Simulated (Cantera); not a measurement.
Input: 1 mol SiH4, 0.23 mol O2, 0.53 mol H2, 0.00042 mol N2, at 97.5 Torr.

These are equilibrium values from Cantera (NASA tables, ideal gas, pure condensed phases), not measurements of a reactor. Candidate condensed phases: H2O, Si, SiO2, Si2N2O, Si3N4; 35 gas species. Each liquid is taken as pure. Mutual solubility and eutectic melting of coexisting phases are not modelled. The tables hold silica as quartz up to 1696 K and as liquid above; real silica turns to tridymite and cristobalite and melts near 1996 K. Gases not in the tables: Si2H6 and higher silanes. Kinetics and transport are ignored.

log p: log10 of the partial pressure in bar; n: condensed amount in mol.

```tsv
T (°C)	log p H2	log p SiO	log p H	log p Si	n Si(s)	n SiO2(β-quartz)	n Si2N2O(s)	n Si(l)	n SiO2(condensed)
1402	-0.92	-2.05	-4.39	-6.36	0.677	0.137	0.000327	0	0
1452	-0.95	-1.76	-4.21	-5.99	0	0	0.000116	0.576	0.0364
1502	-0.96	-1.70	-4.02	-5.66	0	0	0	0.540	0
1552	-0.96	-1.70	___	___	0	0	0	0.540	0
1602	-0.96	-1.70	___	___	0	0	0	0.540	0
1652	-0.96	-1.70	-3.50	-4.76	0	0	0	0.539	0
1702	-0.96	-1.70	-3.34	-4.49	0	0	0	0.539	0
```

Problem. Some entries are withheld; supply them.

Solution. 
- 1552, log p H: -3.84
- 1552, log p Si: -5.34
- 1602, log p H: -3.66
- 1602, log p Si: -5.04
